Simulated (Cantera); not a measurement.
A perfectly stirred reactor is fed with 41.6 % H2, 12.2 % O2, 46.2 % N2, at 1.97 atm; it is adiabatic with a 698 K inlet, and is followed from long to short residence time, starting on the burning branch (τ in s: 0.5, 0.17, 0.055, 0.018, 0.0061, 0.002, 0.00067, 0.00022, 7.3e-05).

Computed with Cantera and the H2/O2 subset of GRI-Mech 3.0, which has no nitrogen chemistry.

One state of this run: T (K) = 2456; x H2 = 0.192; x O2 = 2.82e-5; x O = 4.29e-5; x H = 0.00665; x H2O = 0.275; x HO2 = 3.07e-8; x OH = 0.00187. x: mole fraction; the columns are a selection and need not sum to one.

Q: Which value of τ (s) does it belong to?
(A) 0.00022
(B) 0.17
(C) 0.0061
(D) 7.3e-5

A: B, 0.17
